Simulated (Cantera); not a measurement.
# Reactions in the system N-Nb-O

Cantera with NASA thermochemical tables; ideal gases at 1 bar, condensed phases pure. Values are per mole of reaction as written; species without (g) are pure solids or liquids, kept so even where they would boil at 1 bar.

NO2(g) + 2 NbO2(g) ⇌ NO(g) + Nb2O5

```tsv
T (K)	ΔH° (kJ)	ΔS° (J/K)	ΔG° (kJ)	log10 K	condensed phases
1550	-1387.6	-367.9	-817.3	27.54	Nb2O5(s)
1750	-1378.1	-362.2	-744.3	22.21	Nb2O5(s)
1950	-1254.7	-293.5	-682.4	18.28	Nb2O5(l)
2150	-1233.7	-283.2	-624.8	15.18	Nb2O5(l)
2350	-1212.7	-273.9	-569.1	12.65	Nb2O5(l)
2550	-1191.9	-265.4	-515.2	10.55	Nb2O5(l)
```
